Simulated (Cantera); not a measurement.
A perfectly stirred reactor is fed with CH4 : H2 : O2 : N2 = 1 : 0.075 : 4.63 : 17.4 (molar parts), at 5.00 bar; it is adiabatic with a 550 K inlet, and is followed from long to short residence time, starting on the burning branch (τ in s: 0.027, 0.0087, 0.0028, 0.00092, 0.0003, 9.8e-05, 3.2e-05, 1e-05, 3.4e-06).

Detailed kinetics in Cantera: GRI-Mech 3.0 (53 species, 325 reactions).

Problem. Predict: blow-out, bracketed by the residence times tried; x(CH4) at τ = 27.0 ms; x(H2) at τ = 27.0 ms; x(O2) at τ = 27.0 ms; x(CH3) at τ = 27.0 ms; x(CH2CO) at τ = 27.0 ms; x(CH4) at τ = 0.300 ms; x(H2) at τ = 0.300 ms; x(O2) at τ = 0.300 ms.

Solution. blow-out, bracketed by the residence times tried: burning at 2.80 ms, out at 0.920 ms
x(CH4) at τ = 27.0 ms: 3.89e-5
x(H2) at τ = 27.0 ms: 2.23e-5
x(O2) at τ = 27.0 ms: 0.113
x(CH3) at τ = 27.0 ms: 5.19e-6
x(CH2CO) at τ = 27.0 ms: 6.02e-8
x(CH4) at τ = 0.300 ms: 0.0433
x(H2) at τ = 0.300 ms: 0.00325
x(O2) at τ = 0.300 ms: 0.200
